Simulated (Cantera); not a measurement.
Equilibrium for nitride etching: AlN + O2 + H2

Input: 1 mol AlN, 9.4 mol O2, 7.5 mol H2, equilibrated at 0.270 bar.

These are equilibrium values from Cantera (NASA tables, ideal gas, pure condensed phases), not measurements of a reactor. Candidate condensed phases: Al, AlN, Al2O3, H2O; 35 gas species. Gases not in the tables: Al(OH)3. Kinetics and transport are ignored.

From 1000 K to 1825 K the condensed part is Al2O3(s).

```csv
T (K),x H2O,x O2,x N2,x OH,x NO,n Al2O3(s)
1000,0.581,0.380,0.0388,4.46e-7,9.33e-6,0.500
1075,0.581,0.380,0.0387,1.74e-6,2.01e-5,0.500
1150,0.581,0.380,0.0387,5.71e-6,3.91e-5,0.500
1225,0.581,0.380,0.0387,1.62e-5,7.03e-5,0.500
1300,0.581,0.380,0.0387,4.07e-5,0.000118,0.500
1375,0.581,0.380,0.0387,9.26e-5,0.000187,0.500
1450,0.581,0.380,0.0386,0.000193,0.000283,0.500
1525,0.581,0.380,0.0386,0.000376,0.000410,0.500
1600,0.581,0.379,0.0385,0.000686,0.000575,0.500
1675,0.581,0.379,0.0384,0.00119,0.000781,0.500
1750,0.580,0.379,0.0382,0.00196,0.00103,0.500
1825,0.579,0.378,0.0381,0.00310,0.00133,0.500
```
x: gas mole fraction; n: condensed amount in mol.
